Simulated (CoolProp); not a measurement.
Vapour-liquid equilibrium of m-xylene (1) + n-undecane (2) at 408.4 K; x and y are mole fractions of (1).

The numbers come from the multi-fluid Helmholtz-energy mixture model, Zhou 2012 and Aleksandrov 2011; pair parameters Bell 2016 in CoolProp.

```tsv
x	bubble pressure (kPa)	y at the bubble point	dew pressure at overall composition x (kPa)	liquid density (mol/L)
0.05	20.85	0.205	18.11	4.261
0.2	31.26	0.548	20.75	4.571
0.35	41.85	0.724	24.27	4.922
0.5	52.77	0.831	29.21	5.320
0.65	64.07	0.903	36.64	5.777
0.8	75.70	0.953	49.10	6.305
0.95	87.46	0.990	74.78	6.921
```

No azeotrope shows between x = 0.05 and 0.95.

Pair parameters are fitted to limited data, so mixtures are less certain than the pure fluids.
